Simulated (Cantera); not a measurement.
Charge: 1 mol PbO, 0.18 mol H2, at 50.0 mbar.

Equilibrium computed with Cantera from the NASA thermochemical tables; the gas is ideal and each condensed phase is pure. Candidate condensed phases: H2O, Pb, PbO, PbO2, Pb3O4; 12 gas species. Mutual solubility and eutectic melting of coexisting phases are not modelled. The numbers say what is thermodynamically allowed, not how fast it happens.

log p: log10 of the partial pressure in bar; n: condensed amount in mol.

```
T (°C)  log p H2O  log p Pb  log p H2  log p PbO  n Pb(s)  n PbO(red)  n Pb(l)  n PbO(yellow)
------  ---------  --------  --------  ---------  -------  ----------  -------  -------------
202         -1.30      <-13     -6.64       <-13    0.180       0.820        0              0
252         -1.30      <-13     -6.37       <-13    0.180       0.820        0              0
302         -1.30         ?     -6.14       <-13    0.180       0.820        0              0
352         -1.30         ?     -5.96       <-13        0       0.820    0.180              0
402         -1.30         ?     -5.81       <-13        0       0.820    0.180              0
452         -1.30         ?     -5.68     -12.05        0       0.820    0.180              0
502         -1.30         ?     -5.56     -10.75        0           0    0.180          0.820
552         -1.30         ?     -5.45      -9.60        0           0    0.180          0.820
602         -1.30         ?     -5.35      -8.59        0           0    0.180          0.820
652         -1.30         ?     -5.26      -7.69        0           0    0.180          0.820
702         -1.30         ?     -5.17      -6.89        0           0    0.180          0.820
752         -1.30         ?     -5.09      -6.16        0           0    0.180          0.820
```

Q: What belongs in the gaps?

A: 
- 302, log p Pb: -12.02
- 352, log p Pb: -10.63
- 402, log p Pb: -9.47
- 452, log p Pb: -8.47
- 502, log p Pb: -7.60
- 552, log p Pb: -6.84
- 602, log p Pb: -6.17
- 652, log p Pb: -5.57
- 702, log p Pb: -5.04
- 752, log p Pb: -4.56
